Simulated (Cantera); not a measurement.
Charge: 1 mol BN, 33 mol HF, 0.86 mol H2, 18 mol NF3, at 525 °C.

Equilibrium computed with Cantera from the NASA thermochemical tables; the gas is ideal and each condensed phase is pure. Candidate condensed phases: B, BN; 31 gas species. Equilibrium is a limit: real reactors are often held back by kinetics, nucleation or transport.

Question: At 210 Torr, list the 6 most abundant gas species with their mole fractions, and the condensed phases.

Answer: HF 0.565, F2 0.187, NF3 0.140, N2 0.0845, BF3 0.0163, F 0.00661. Condensed: gas only.
